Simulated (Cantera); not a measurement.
A closed system holds: 1 mol HCl, 0.52 mol H₂O, 0.038 mol O₂, held at 2250 K and 7300 Pa.

These are equilibrium values from Cantera (NASA tables, ideal gas, pure condensed phases), not measurements of a reactor. Candidate condensed phases: H₂O; 14 gas species. Kinetics and transport are ignored.

Base state: HCl 0.540, H₂O 0.336, Cl 0.0788, H₂ 0.0186, O₂ 0.0107, OH 0.0102, H 0.00375, O 0.00141 (mole fractions); condensed: gas only.

Task: What changes in the equilibrium state with this change: pressure from 7300 Pa to 10000 Pa?

Result: 
```
species    before     after
-------  --------  --------
HCl         0.540     0.548
H₂O         0.336     0.338
Cl         0.0788    0.0737
H₂         0.0186    0.0159
OH         0.0102   0.00945
O₂         0.0107    0.0108
H         0.00375   0.00296
Cl₂      0.000152  0.000182
```

Task: What changes in the equilibrium state with this change: temperature from 2250 K to 2498.15 K?

Result: 
| species | before | after |
|---|---|---|
| HCl | 0.540 | 0.459 |
| H₂O | 0.336 | 0.293 |
| Cl | 0.0788 | 0.128 |
| H | 0.00375 | 0.0215 |
| H₂ | 0.0186 | 0.0545 |
| OH | 0.0102 | 0.0239 |
| O₂ | 0.0107 | 0.0137 |
| O | 0.00141 | 0.00622 |
| ClO | 2.81e-5 | 4.51e-5 |
| Cl₂ | 0.000152 | 0.000104 |

Task: What changes in the equilibrium state with this change: pressure from 7300 Pa to 1.70e7 Pa?

Result: 
```json
[
 {"species": "HCl", "before": "0.540", "after": "0.607"},
 {"species": "H₂O", "before": "0.336", "after": "0.351"},
 {"species": "O₂", "before": "0.0107", "after": "0.0151"},
 {"species": "Cl", "before": "0.0788", "after": "0.0136"},
 {"species": "H₂", "before": "0.0186", "after": "0.000339"},
 {"species": "Cl₂", "before": "0.000152", "after": "0.0105"},
 {"species": "OH", "before": "0.0102", "after": "0.00163"},
 {"species": "H", "before": "0.00375", "after": "1.05e-5"},
 {"species": "HOCl", "before": "7.36e-6", "after": "0.000473"}
]
```
The ideal-gas law is rough above about 30 bar.
